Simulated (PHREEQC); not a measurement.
A solution holds 0.0025 mol HCl, 0.002 mol NiSO4 and 5.7e-05 mol MnSO4 per kg of water, at 75 °C. Closed to the air; pH follows from the charge balance.

Equilibrium calculation in PHREEQC: ion-association model, wateq4f.dat.

```
Quantity                    Value
----------------  ---------------
pH                           2.75
ionic strength    0.00853 mol/kgw
total alkalinity     -2.50 meq/kg
```

```tsv
species	molality	activity	log γ
Cl-	0.00249	0.00224	-0.047
H+	0.00195	0.00177	-0.041
Ni+2	0.00173	0.00113	-0.185
SO4-2	0.00123	0.000814	-0.181
HSO4-	0.000554	0.000499	-0.046
NiSO4	0.000259	0.000260	0.001
Mn+2	4.65e-5	3.11e-5	-0.176
```

This is a speciation only: nothing precipitates in the calculation. Away from 25 °C the constants follow the database's enthalpies or fits; those with neither stay at their 25 °C values.
